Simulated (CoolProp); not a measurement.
Properties of methane along the isotherm -75.85 °C.

The numbers come from the reference Helmholtz-energy equation of state, Setzmann 1991 in CoolProp.

| p (MPa) | phase | cp (kJ/(kg K)) | speed of sound (m/s) | isothermal compressibility (1/MPa) | expansivity (1/kK) |
|---|---|---|---|---|---|
| 0.0218 | gas | 2.091 | 368.5 | 45.94 | 5.090 |
| 0.0388 | gas | … | … | 25.84 | 5.107 |
| 0.069 | gas | 2.100 | 367.9 | 14.56 | 5.137 |
| 0.123 | gas | … | … | 8.197 | 5.192 |
| 0.218 | gas | … | 365.8 | 4.655 | 5.291 |
| 0.388 | gas | 2.160 | 363.5 | 2.647 | 5.478 |
| 0.69 | gas | 2.224 | 359.2 | 1.522 | 5.840 |
| 1.23 | gas | 2.360 | 351.4 | 0.8938 | 6.612 |
| 2.18 | gas | 2.702 | … | 0.5583 | 8.552 |
| 3.88 | gas | … | … | 0.4361 | 17.30 |
| 6.9 | supercritical | 8.154 | 429.8 | 0.09460 | 26.49 |

Task: What belongs in the gaps?

Result: 
- 0.0388, cp (kJ/(kg K)): 2.094
- 0.0388, speed of sound (m/s): 368.3
- 0.123, cp (kJ/(kg K)): 2.109
- 0.123, speed of sound (m/s): 367.1
- 0.218, cp (kJ/(kg K)): 2.127
- 2.18, speed of sound (m/s): 336.5
- 3.88, cp (kJ/(kg K)): 4.243
- 3.88, speed of sound (m/s): 305.8
